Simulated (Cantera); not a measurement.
## Diamond growth

A diamond (100) surface in a fixed gas of H2 with x(CH4) = 0.0096, x(H) = 0.019, at 1298 K, 44.3 Torr; coverages are run to steady state.

Detailed kinetics in Cantera: the Harris–Goodwin 1993 mechanism for the reconstructed diamond (100) surface.

```
x(CH3)   growth (µm/h)  θ c6HH  θ c6H*  θ c6*H  θ c6**    θ c6HM
-------  -------------  ------  ------  ------  ------  --------
1e-06           0.0263   0.379  0.0493   0.526  0.0462   2.39e-6
2.1e-06         0.0552   0.379  0.0493   0.526  0.0462   5.02e-6
4.4e-06          0.116   0.379  0.0493   0.526  0.0462   1.05e-5
9.3e-06          0.244   0.379  0.0493   0.526  0.0462   2.22e-5
2e-05            0.526   0.379  0.0493   0.526  0.0462   4.78e-5
4.1e-05           1.08   0.379  0.0493   0.526  0.0462   9.81e-5
8.7e-05           2.28   0.379  0.0493   0.526  0.0462  0.000208
0.00018           4.72   0.378  0.0492   0.525  0.0461  0.000430
0.00039           10.2   0.378  0.0492   0.525  0.0459  0.000929
```
θ: site fractions in the mechanism's names (c6HH fully hydrogenated, c6H* and c6*H radical sites, c6** diradical, c6HM methylated).
